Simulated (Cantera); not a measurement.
A freely propagating, adiabatic, planar premixed flame of 5.73 % CH4, 16.9 % O2, 63.6 % N2, 13.8 % CO2, equivalence ratio 0.68, unburnt at 598 K and 3750 Torr; mixture-averaged transport, grid criteria slope 0.08 and curve 0.16, no radiation.

Cantera simulation using GRI-Mech 3.0 (53 species, 325 reactions); the numbers are that mechanism's predictions, not measurements. Burning velocities carry a grid error of a few per cent, more on coarse grids.

**Question.** Predict: laminar burning velocity; thermal thickness; peak x(CH2O); peak x(H).

**Answer.** 
| Property | Value |
|---|---|
| laminar burning velocity | 13.3 cm/s |
| thermal thickness | 0.336 mm |
| peak x(CH2O) | 0.000857 |
| peak x(H) | 0.000132 |
